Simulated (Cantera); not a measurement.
Input: 1 mol SiCl4, 21 mol N2, 7.9 mol H2, held at 5400 Pa.

Equilibrium computed with Cantera from the NASA thermochemical tables; the gas is ideal and each condensed phase is pure. Candidate condensed phases: NH4Cl, Si, Si3N4; 28 gas species. N2 is the only nitrogen source here; it is nearly inert below about 1500 K, so the nitride shown seldom forms there in practice. The tables' values for SiCl3, SiCl are old estimates; treat these amounts as uncertain. Rates play no part.

x: gas mole fraction; n: condensed amount in mol.

```json
[
 {"T (K)": "1250", "x N2": "0.673", "x H2": "0.196", "x HCl": "0.130", "x SiCl2": "4.96e-5", "n Si3N4(s)": "0.327"},
 {"T (K)": "1300", "x N2": "0.673", "x H2": "0.196", "x HCl": "0.130", "x SiCl2": "0.000131", "n Si3N4(s)": "0.326"},
 {"T (K)": "1350", "x N2": "0.673", "x H2": "0.197", "x HCl": "0.129", "x SiCl2": "0.000320", "n Si3N4(s)": "0.324"},
 {"T (K)": "1400", "x N2": "0.673", "x H2": "0.197", "x HCl": "0.129", "x SiCl2": "0.000724", "n Si3N4(s)": "0.320"},
 {"T (K)": "1450", "x N2": "0.673", "x H2": "0.198", "x HCl": "0.127", "x SiCl2": "0.00152", "n Si3N4(s)": "0.311"},
 {"T (K)": "1500", "x N2": "0.674", "x H2": "0.199", "x HCl": "0.124", "x SiCl2": "0.00294", "n Si3N4(s)": "0.296"},
 {"T (K)": "1550", "x N2": "0.674", "x H2": "0.201", "x HCl": "0.119", "x SiCl2": "0.00525", "n Si3N4(s)": "…"},
 {"T (K)": "1600", "x N2": "0.675", "x H2": "0.204", "x HCl": "0.112", "x SiCl2": "0.00858", "n Si3N4(s)": "…"},
 {"T (K)": "1650", "x N2": "0.676", "x H2": "0.207", "x HCl": "0.103", "x SiCl2": "0.0129", "n Si3N4(s)": "…"},
 {"T (K)": "1700", "x N2": "0.677", "x H2": "0.212", "x HCl": "0.0927", "x SiCl2": "0.0178", "n Si3N4(s)": "…"},
 {"T (K)": "1750", "x N2": "0.678", "x H2": "0.216", "x HCl": "0.0822", "x SiCl2": "0.0230", "n Si3N4(s)": "…"},
 {"T (K)": "1800", "x N2": "0.679", "x H2": "0.220", "x HCl": "0.0718", "x SiCl2": "0.0280", "n Si3N4(s)": "…"},
 {"T (K)": "1850", "x N2": "0.679", "x H2": "0.223", "x HCl": "0.0644", "x SiCl2": "0.0317", "n Si3N4(s)": "…"}
]
```

Q: Complete the blanks.

A: 
- 1550, n Si3N4(s): 0.272
- 1600, n Si3N4(s): 0.238
- 1650, n Si3N4(s): 0.194
- 1700, n Si3N4(s): 0.144
- 1750, n Si3N4(s): 0.0912
- 1800, n Si3N4(s): 0.0388
- 1850, n Si3N4(s): 0
